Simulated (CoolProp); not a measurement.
Vapour-liquid equilibrium of R125 (1) + cyclopropane (2) at 855 kPa; x and y are mole fractions of (1).

Computed with CoolProp (multi-fluid Helmholtz-energy mixture model, Lemmon 2005 and Polt 1992; pair parameters Bell 2016). This equation is an older, rougher fit; its heat capacities, sound speeds and derivatives of the liquid may be far off and weren't checked against measurements.

```json
[
 {"x": "0.05", "bubble temperature, mixture model (K)": "297.6", "bubble temperature, Raoult's law (K)": "302.7", "y, mixture model": "0.181", "y, Raoult's law": "0.091"},
 {"x": "0.125", "bubble temperature, mixture model (K)": "291.0", "bubble temperature, Raoult's law (K)": "300.4", "y, mixture model": "0.347", "y, Raoult's law": "0.213"},
 {"x": "0.2", "bubble temperature, mixture model (K)": "287.0", "bubble temperature, Raoult's law (K)": "298.1", "y, mixture model": "0.443", "y, Raoult's law": "0.322"},
 {"x": "0.275", "bubble temperature, mixture model (K)": "284.6", "bubble temperature, Raoult's law (K)": "296.1", "y, mixture model": "0.506", "y, Raoult's law": "0.419"},
 {"x": "0.35", "bubble temperature, mixture model (K)": "282.9", "bubble temperature, Raoult's law (K)": "294.1", "y, mixture model": "0.551", "y, Raoult's law": "0.507"},
 {"x": "0.425", "bubble temperature, mixture model (K)": "281.8", "bubble temperature, Raoult's law (K)": "292.3", "y, mixture model": "0.589", "y, Raoult's law": "0.585"},
 {"x": "0.5", "bubble temperature, mixture model (K)": "280.9", "bubble temperature, Raoult's law (K)": "290.6", "y, mixture model": "0.623", "y, Raoult's law": "0.657"},
 {"x": "0.575", "bubble temperature, mixture model (K)": "280.2", "bubble temperature, Raoult's law (K)": "288.9", "y, mixture model": "0.658", "y, Raoult's law": "0.721"},
 {"x": "0.65", "bubble temperature, mixture model (K)": "279.8", "bubble temperature, Raoult's law (K)": "287.4", "y, mixture model": "0.696", "y, Raoult's law": "0.781"},
 {"x": "0.725", "bubble temperature, mixture model (K)": "279.5", "bubble temperature, Raoult's law (K)": "285.9", "y, mixture model": "0.740", "y, Raoult's law": "0.835"},
 {"x": "0.8", "bubble temperature, mixture model (K)": "279.5", "bubble temperature, Raoult's law (K)": "284.5", "y, mixture model": "0.793", "y, Raoult's law": "0.885"},
 {"x": "0.875", "bubble temperature, mixture model (K)": "279.7", "bubble temperature, Raoult's law (K)": "283.2", "y, mixture model": "0.857", "y, Raoult's law": "0.931"},
 {"x": "0.95", "bubble temperature, mixture model (K)": "280.4", "bubble temperature, Raoult's law (K)": "281.9", "y, mixture model": "0.936", "y, Raoult's law": "0.973"}
]
```

The largest gap from Raoult's law is -11.5 K in bubble temperature, at x = 0.275. y crosses x between x = 0.725 and 0.8: the model has an azeotrope there.

The pair parameters rest on a limited set of measurements; away from them the model extrapolates.
